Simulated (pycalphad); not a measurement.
All values are pycalphad results on the COST 507 light-alloy database (1999) (1 atm), not direct measurements. These are 1990s assessments: newer ones move some temperatures and phases. Kinetics are ignored, which matters at the lower temperatures.

Molar enthalpy of Ti-4.64B (at.%) in equilibrium (SER reference):

| T (°C) | H (kJ/mol) | phases |
|---|---|---|
| 2577 | 106.49 | liquid |
| 2377 | 97.37 | liquid |
| 2177 | 88.25 | liquid |
| 1977 | 79.13 | liquid |
| 1777 | 70.01 | liquid |
| 1677 | 65.45 | liquid |
| 1577 | 60.90 | liquid |
| 1477 | 40.49 | bcc + BM |
| 1377 | 37.06 | bcc + BM |
| 1177 | 30.55 | bcc + BM |
| 977 | 24.41 | bcc + BM |
| 777 | 14.31 | hcp + BM |
| 577 | 7.89 | hcp + BM |
| 377 | 1.85 | hcp + BM |

Cooling from 1577 °C to 1477 °C, across the freezing range, releases 20.4 kJ/mol, or 442 J/g. The slope is 45 J/(mol K) in the liquid and 34 J/(mol K) just below the solidus, where it includes any heat of precipitation. Liquidus 1576 °C, solidus 1541 °C. Changes were sought between steps of 100 K, so a narrower field can be missed.

Database names, with the compositions (at.%) that they take in these runs: BM: Ti 50 B 50.
